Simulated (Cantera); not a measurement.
# Equilibrium for sublimation and decomposition of ceramics: Si₃N₄ + H₂ + C

Charge: 1 mol Si₃N₄, 0.82 mol H₂, 0.38 mol C, at 6.50 bar.

These are equilibrium values from Cantera (NASA tables, ideal gas, pure condensed phases), not measurements of a reactor. Candidate condensed phases: C, C₆H₆, C₇H₈, C₈H₁₈, Si, SiC, Si₃N₄; 105 gas species. Mutual solubility and eutectic melting of coexisting phases are not modelled. The tables' values for SiN are old estimates; treat these amounts as uncertain. Gases not in the tables: Si₂H₆ and higher silanes. Rates play no part.

```json
[
 {"T (K)": "2423", "log p N₂": "0.66", "log p H₂": "0.27", "log p HCN": "-1.47", "log p H": "-1.62", "log p Si": "-2.58", "n Si(l)": "2.63", "n SiC(s)": "0.363"},
 {"T (K)": "2473", "log p N₂": "0.66", "log p H₂": "0.27", "log p HCN": "-1.37", "log p H": "-1.52", "log p Si": "-2.41", "n Si(l)": "2.64", "n SiC(s)": "0.358"},
 {"T (K)": "2523", "log p N₂": "0.66", "log p H₂": "0.26", "log p HCN": "-1.26", "log p H": "-1.43", "log p Si": "-2.25", "n Si(l)": "2.64", "n SiC(s)": "0.352"},
 {"T (K)": "2573", "log p N₂": "0.66", "log p H₂": "0.26", "log p HCN": "-1.16", "log p H": "-1.34", "log p Si": "-2.09", "n Si(l)": "2.65", "n SiC(s)": "0.343"},
 {"T (K)": "2623", "log p N₂": "0.66", "log p H₂": "0.25", "log p HCN": "-1.07", "log p H": "-1.25", "log p Si": "-1.94", "n Si(l)": "2.65", "n SiC(s)": "0.333"},
 {"T (K)": "2673", "log p N₂": "0.65", "log p H₂": "0.25", "log p HCN": "-0.98", "log p H": "-1.17", "log p Si": "-1.80", "n Si(l)": "2.66", "n SiC(s)": "0.321"},
 {"T (K)": "2723", "log p N₂": "0.65", "log p H₂": "0.24", "log p HCN": "-0.89", "log p H": "-1.09", "log p Si": "-1.66", "n Si(l)": "2.67", "n SiC(s)": "0.306"},
 {"T (K)": "2773", "log p N₂": "0.65", "log p H₂": "0.23", "log p HCN": "-0.81", "log p H": "-1.01", "log p Si": "-1.53", "n Si(l)": "2.68", "n SiC(s)": "0.287"},
 {"T (K)": "2823", "log p N₂": "0.64", "log p H₂": "0.22", "log p HCN": "-0.74", "log p H": "-0.94", "log p Si": "-1.40", "n Si(l)": "2.69", "n SiC(s)": "0.263"},
 {"T (K)": "2873", "log p N₂": "0.64", "log p H₂": "0.21", "log p HCN": "-0.66", "log p H": "-0.87", "log p Si": "-1.27", "n Si(l)": "2.71", "n SiC(s)": "0.233"},
 {"T (K)": "2923", "log p N₂": "0.63", "log p H₂": "0.19", "log p HCN": "-0.60", "log p H": "-0.81", "log p Si": "-1.15", "n Si(l)": "2.72", "n SiC(s)": "0.196"}
]
```
log p: log10 of the partial pressure in bar; n: condensed amount in mol.

From 2423 K to 2923 K the condensed part is Si(l) + SiC(s). The main Si-bearing gas is Si throughout. The share of Si in condensed phases is highest at 2423 K (99.9 %) and lowest at 2923 K (97.2 %).
